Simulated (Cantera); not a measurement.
Charge: 1 mol Fe₃O₄, 8.9 mol CO, 0.18 mol N₂, 1.6 mol C, at 1100 K.

Equilibrium computed with Cantera from the NASA thermochemical tables; the gas is ideal and each condensed phase is pure. Candidate condensed phases: C, Fe, Fe(CO)₅, FeO, Fe₂O₃, Fe₃O₄; 27 gas species. Mutual solubility and eutectic melting of coexisting phases are not modelled. The tables' stoichiometric FeO is somewhat more stable than real wüstite, so its field is too wide. FeO: taken at fixed stoichiometry. Condensed phases not in the tables: cementite and carbon dissolved in iron. The numbers say what is thermodynamically allowed, not how fast it happens.

x: gas mole fraction; n: condensed amount in mol.

```json
[
 {"P (Pa)": "10", "x CO": "0.804", "x CO₂": "0.179", "x N₂": "0.0169", "x Fe": "(withheld)", "n Fe(α)": "2.52", "n FeO(s)": "0.484", "n C(graphite)": "0"},
 {"P (Pa)": "42", "x CO": "0.804", "x CO₂": "0.179", "x N₂": "0.0169", "x Fe": "(withheld)", "n Fe(α)": "2.52", "n FeO(s)": "0.484", "n C(graphite)": "0"},
 {"P (Pa)": "180", "x CO": "0.804", "x CO₂": "0.179", "x N₂": "0.0169", "x Fe": "(withheld)", "n Fe(α)": "2.52", "n FeO(s)": "0.484", "n C(graphite)": "0"},
 {"P (Pa)": "750", "x CO": "0.804", "x CO₂": "0.179", "x N₂": "0.0169", "x Fe": "(withheld)", "n Fe(α)": "2.52", "n FeO(s)": "0.484", "n C(graphite)": "0"},
 {"P (Pa)": "3200", "x CO": "0.804", "x CO₂": "0.179", "x N₂": "0.0169", "x Fe": "(withheld)", "n Fe(α)": "2.52", "n FeO(s)": "0.484", "n C(graphite)": "0"},
 {"P (Pa)": "13000", "x CO": "0.804", "x CO₂": "0.179", "x N₂": "0.0169", "x Fe": "(withheld)", "n Fe(α)": "2.52", "n FeO(s)": "0.484", "n C(graphite)": "0"},
 {"P (Pa)": "56000", "x CO": "0.804", "x CO₂": "0.179", "x N₂": "0.0169", "x Fe": "(withheld)", "n Fe(α)": "2.52", "n FeO(s)": "0.484", "n C(graphite)": "0"},
 {"P (Pa)": "240000", "x CO": "0.804", "x CO₂": "0.179", "x N₂": "0.0169", "x Fe": "<1e-12", "n Fe(α)": "2.52", "n FeO(s)": "0.484", "n C(graphite)": "0"},
 {"P (Pa)": "1000000", "x CO": "0.628", "x CO₂": "0.348", "x N₂": "0.0241", "x Fe": "<1e-12", "n Fe(α)": "0", "n FeO(s)": "3.00", "n C(graphite)": "3.20"}
]
```

Question: Some entries are withheld; supply them.

Answer: 
- 10, x Fe: 1.26e-8
- 42, x Fe: 3.00e-9
- 180, x Fe: 7.01e-10
- 750, x Fe: 1.68e-10
- 3200, x Fe: 3.94e-11
- 13000, x Fe: 9.70e-12
- 56000, x Fe: 2.25e-12
